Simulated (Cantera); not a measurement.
A closed system holds: 1 mol Si₃N₄, 19 mol HF, 87 mol H₂, 0.15 mol O₂, held at 1173.15 K and 0.0210 bar.

These are equilibrium values from Cantera (NASA tables, ideal gas, pure condensed phases), not measurements of a reactor. Candidate condensed phases: H₂O, Si, SiO₂, Si₂N₂O, Si₃N₄; 58 gas species. Kinetics and transport are ignored.

Base state: H₂ 0.883, HF 0.0667, SiF₄ 0.0286, N₂ 0.0190, H₂O 0.00286 (mole fractions); condensed: gas only.

Problem. What changes in the equilibrium state with this change: temperature from 1173.15 K to 1273.15 K?

Solution. 
```
species               before    after
-------------------  -------  -------
H₂                     0.883    0.882
HF                    0.0667   0.0682
SiF₄                  0.0286   0.0281
H₂O                  0.00286  0.00212
N₂                    0.0190   0.0190
SiF₃                 3.31e-6  2.42e-5
SiHF₃                9.11e-6  2.61e-5
SiO₂(β-quartz), mol        0   0.0389
```
The tables' values for SiF₃ are old estimates; treat these amounts as uncertain. The tables hold silica as quartz up to 1696 K and as liquid above; real silica turns to tridymite and cristobalite and melts near 1996 K.
